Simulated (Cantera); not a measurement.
What does this Cantera script print?

```python
import numpy as np
import cantera as ct

gas_names = [...]  # 169 gases of nasa_gas.yaml made of C, H, N, O
cond_names = """
    C(gr) C6H6(L) C7H8(L) C8H18(L),n-octa H2O(s) H2O(L)
""".split()


# ... load() reads the species with a 1 bar reference pressure and builds the phases ...
atoms = {
    'CO': {'C': 1, 'O': 1},
    'H2O': {'H': 2, 'O': 1},
    'NH3': {'N': 1, 'H': 3},
}
top_T = {'C(gr)': 4500}  # K; cautious upper limits of use, not melting points


# ... equilibrate(T, P, feed) seeds the gas with the atoms and calls Mixture.equilibrate('TP', solver="vcs", rtol=1e-11, max_steps=5000) ...
results = []
feed = {'CO': 1, 'H2O': 0.76, 'NH3': 0.67}  # mol
P = 1600  # Pa
for T in [3000, 3500, 4000, 4500, 5000]:
    mix = equilibrate(T, P, feed)
    results.append((T, P, feed, dict(zip(mix.species_names, mix.species_moles))))

top = {s: max(r[3][s] / sum(r[3][g] for g in gas_names) for r in results) for s in gas_names}
cols = sorted((s for s in top if top[s] > 0.0001), key=lambda s: -top[s])[:6]
seen = [c for c in cond_names if any(r[3].get(c, 0) > 1e-12 for r in results)]
print("log10 of partial pressures in bar; condensed amounts in mol")
print(f"{'T/K':>10s}" + "".join(f"{s[:9]:>10s}" for s in cols + seen))
for T, P, feed, n in results:
    ng = sum(n[g] for g in gas_names)
    print(f"{T:10.4g}" + "".join(f"{np.log10(max(n[s] / ng * P / 1e5, 1e-99)):10.3f}" for s in cols)
          + "".join(f"{n.get(c, 0):10.4g}" for c in seen))
```

Result:

```
log10 of partial pressures in bar; condensed amounts in mol
       T/K         H        CO         O        H2        N2         N
      3000    -2.157    -2.470    -2.909    -2.711    -2.939    -6.325
      3500    -2.015    -2.536    -2.689    -3.573    -3.017    -5.163
      4000    -2.001    -2.545    -2.671    -4.408    -3.035    -4.269
      4500    -2.002    -2.550    -2.669    -5.082    -3.090    -3.590
      5000    -2.012    -2.580    -2.655    -5.641    -3.271    -3.115
```

Method: chemical equilibrium by Gibbs-energy minimisation in Cantera with the NASA 1993 tables (ideal gas, pure condensed phases).
